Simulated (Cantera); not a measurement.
Input (Python, Cantera) and output of one run.

```python
import numpy as np
import cantera as ct

gas_names = [...]  # 58 gases of nasa_gas.yaml made of F, H, N, O, Si
cond_names = """
    H2O(s) H2O(L) Si(cr) Si(L) SiO2(Lqz) SiO2(hqz) SiO2(L) Si2N2O(s) Si3N4(a)
""".split()


# ... load() reads the species with a 1 bar reference pressure and builds the phases ...
atoms = {
    'Si3N4': {'Si': 3, 'N': 4},
    'HF': {'H': 1, 'F': 1},
    'N2': {'N': 2},
    'O2': {'O': 2},
}
top_T = {'Si2N2O(s)': 2100, 'Si3N4(a)': 2400}  # K; cautious upper limits of use, not melting points


# ... equilibrate(T, P, feed) seeds the gas with the atoms and calls Mixture.equilibrate('TP', solver="vcs", rtol=1e-11, max_steps=5000) ...
results = []
feed = {'Si3N4': 1, 'HF': 5, 'N2': 15, 'O2': 1.9}  # mol
P = 22  # Pa
for T in [1350, 1400, 1450, 1500, 1550, 1600, 1650, 1700, 1750]:
    mix = equilibrate(T, P, feed)
    results.append((T, P, feed, dict(zip(mix.species_names, mix.species_moles))))

top = {s: max(r[3][s] / sum(r[3][g] for g in gas_names) for r in results) for s in gas_names}
cols = sorted((s for s in top if top[s] > 0.0001), key=lambda s: -top[s])[:8]
seen = [c for c in cond_names if any(r[3].get(c, 0) > 1e-12 for r in results)]
print("log10 of partial pressures in bar; condensed amounts in mol")
print(f"{'T/K':>10s}" + "".join(f"{s[:9]:>10s}" for s in cols + seen))
for T, P, feed, n in results:
    ng = sum(n[g] for g in gas_names)
    print(f"{T:10.4g}" + "".join(f"{np.log10(max(n[s] / ng * P / 1e5, 1e-99)):10.3f}" for s in cols)
          + "".join(f"{n.get(c, 0):10.4g}" for c in seen))
```

Output:

```
log10 of partial pressures in bar; condensed amounts in mol
       T/K        N2        HF        H2       SiO      SiF4      SiF3         H       H2O SiO2(hqz)   SiO2(L)
      1350    -3.748    -5.173    -4.640    -7.228    -4.949    -6.553    -7.943    -8.278     1.897         0
      1400    -3.749    -5.126    -4.648    -6.511    -4.965    -6.275    -7.637    -8.252     1.885         0
      1450    -3.751    -5.032    -4.670    -5.969    -4.997    -6.090    -7.359    -8.117     1.848         0
      1500    -3.756    -4.901    -4.711    -5.581    -5.048    -5.993    -7.110    -7.896     1.772         0
      1550    -3.764    -4.762    -4.780    -5.300    -5.126    -5.965    -6.892    -7.639     1.651         0
      1600    -3.773    -4.633    -4.886    -5.091    -5.238    -5.996    -6.707    -7.385     1.489         0
      1650    -3.784    -4.529    -5.036    -4.941    -5.393    -6.085    -6.560    -7.154     1.304         0
      1700    -3.793    -4.454    -5.237    -4.839    -5.590    -6.226    -6.450    -6.957         0     1.129
      1750    -3.801    -4.407    -5.481    -4.777    -5.818    -6.406    -6.374    -6.800         0    0.9925
```

These are equilibrium values from Cantera (NASA tables, ideal gas, pure condensed phases), not measurements of a reactor. The tables' values for SiF3, SiF2 are old estimates; treat these amounts as uncertain. The tables hold silica as quartz up to 1696 K and as liquid above; real silica turns to tridymite and cristobalite and melts near 1996 K.
